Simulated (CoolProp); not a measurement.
The numbers come from the reference Helmholtz-energy equation of state, Span 2000 in CoolProp.

For nitrogen, give the phase and the cp (kJ/(kg K)), Joule-Thomson coefficient (K/MPa) at 137 K and 0.198 MPa.


- 137 K and 0.198 MPa: gas; cp 1.06, Joule-Thomson coefficient 9.10
